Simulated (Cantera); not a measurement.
What does this Cantera script print?

```python
import numpy as np
import cantera as ct

gas_names = """
    N NO NO2 NO3 N2 N2O O O2 O3 Si SiN SiO SiO2 Si2 Si2N Si3
""".split()
cond_names = """
    Si(cr) Si(L) SiO2(Lqz) SiO2(hqz) SiO2(L) Si2N2O(s) Si3N4(a)
""".split()


def load(file, names, dense=False):
    # The tables refer to 1 bar. Condensed volumes are neglected.
    table = {s.name: s for s in ct.Species.list_from_file(file)}
    out = []
    for n in names:
        d = dict(table[n].input_data)
        d["thermo"] = dict(d["thermo"], **{"reference-pressure": 1e5})
        if dense:
            d["equation-of-state"] = {"model": "constant-volume", "density": "1e6 g/cm^3"}
        out.append(ct.Species.from_dict(d))
    return out


gas = ct.Solution(thermo="ideal-gas", species=load("nasa_gas.yaml", gas_names))
cond = {s.name: ct.Solution(thermo="fixed-stoichiometry", species=[s], name=s.name)
        for s in load("nasa_condensed.yaml", cond_names, dense=True)}
atoms = {
    'Si': {'Si': 1},
    'N2O': {'N': 2, 'O': 1},
    'N2': {'N': 2},
}
top_T = {'Si2N2O(s)': 2100, 'Si3N4(a)': 2400}  # K; cautious upper limits of use, not melting points


def equilibrate(T, P, feed):
    n = {}
    for name, mol in feed.items():
        for a, k in atoms[name].items():
            n[a] = n.get(a, 0.0) + k * mol
    gas.TPX = T, P, n
    mass = sum(n.values()) * gas.mean_molecular_weight
    gas.equilibrate("TP")
    valid = [c for c in cond.values() if c.min_temp <= T <= top_T.get(c.name, c.max_temp)]
    mix = ct.Mixture([(gas, mass / gas.mean_molecular_weight)] + [(c, 0.0) for c in valid])
    mix.T, mix.P = T, P
    mix.equilibrate("TP", solver="vcs", rtol=1e-11, max_steps=5000)
    return mix


results = []
feed = {'Si': 1, 'N2O': 0.1, 'N2': 30}  # mol
T = 1250  # K
P = 2600  # Pa
mix = equilibrate(T, P, feed)
results.append((T, P, feed, dict(zip(mix.species_names, mix.species_moles))))
print(gas.report(threshold=0.001))
for i in range(1, mix.n_phases):
    print(f"{mix.phase(i).name:16s} {mix.phase_moles(i):12.5e} mol")
```

It prints:

```
       temperature   1250 K
          pressure   2600 Pa
           density   0.0070082 kg/m^3
  mean mol. weight   28.014 kg/kmol
   phase of matter   gas

                          1 kg             1 kmol
                     ---------------   ---------------
          enthalpy        1.0633e+06        2.9787e+07  J
   internal energy        6.9229e+05        1.9394e+07  J
           entropy            9493.2        2.6594e+05  J/K
    Gibbs function       -1.0803e+07       -3.0264e+08  J
 heat capacity c_p            1208.3             33850  J/K
 heat capacity c_v            911.53             25536  J/K

                      mass frac. Y      mole frac. X     chem. pot. / RT
                     ---------------   ---------------   ---------------
                N2                 1                 1            -29.12
     [  +15 minor]        5.8511e-10        3.7186e-10

Si(cr)            0.00000e+00 mol
SiO2(hqz)         0.00000e+00 mol
Si2N2O(s)         1.00000e-01 mol
Si3N4(a)          2.66667e-01 mol
```

Method: chemical equilibrium by Gibbs-energy minimisation in Cantera with the NASA 1993 tables (ideal gas, pure condensed phases). Mutual solubility and eutectic melting of coexisting phases are not modelled.
